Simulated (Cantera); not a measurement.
Input: 1 mol Si3N4, 1.6 mol N2O, 4.5 mol N2, 0.16 mol CO2, equilibrated at 1448.15 K and 3.80 Pa.

Cantera equilibrium calculation (NASA polynomials, part measured and part estimated; ideal gas, pure solids and liquids). The numbers say what is thermodynamically allowed, not how fast it happens.

```tsv
species	before	after
N2	0.910	0.938
SiO	0.0690	0.0369
CO	0.0212	0.0246
Si2N2O(s), mol	1.24	0
SiO2(β-quartz), mol	0	0.760
```
Gas species are given as mole fractions.

Question: Which change was made?
(A) temperature from 1448.15 K to 1825 K
(B) temperature from 1448.15 K to 1150 K
(C) pressure from 3.80 Pa to 800000 Pa
(D) Si3N4 replaced by Si

Answer: D, Si3N4 replaced by Si. The tables hold silica as quartz up to 1696 K and as liquid above; real silica turns to tridymite and cristobalite and melts near 1996 K
